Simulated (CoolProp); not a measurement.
Aqueous potassium carbonate as a coolant, 15 % by mass, freezing at -5.9 °C, 1 atm.

Computed with CoolProp (Melinder's fits for secondary coolants).

| T (°C) | viscosity (mPa s) | density (kg/m³) | Prandtl number | cp (kJ/(kg K)) |
|---|---|---|---|---|
| -4.1 | 2.73 | 1147 | 17.4 | 3.459 |
| 0.5 | 2.38 | 1146 | 14.9 | 3.467 |
| 5.1 | 2.09 | … | 13.0 | 3.475 |
| 9.6 | 1.86 | 1143 | 11.4 | 3.483 |
| 14.2 | 1.66 | 1142 | 10.1 | 3.491 |
| 18.8 | 1.50 | 1140 | 9.03 | 3.499 |
| 23.4 | 1.36 | 1138 | 8.10 | 3.507 |
| 27.9 | … | 1136 | 7.32 | 3.514 |
| 32.5 | 1.14 | 1134 | … | … |
| 37.1 | … | 1132 | 6.01 | 3.528 |

Q: Complete the blanks.

A: 
- 5.1, density (kg/m³): 1145
- 27.9, viscosity (mPa s): 1.24
- 32.5, Prandtl number: 6.62
- 32.5, cp (kJ/(kg K)): 3.521
- 37.1, viscosity (mPa s): 1.04
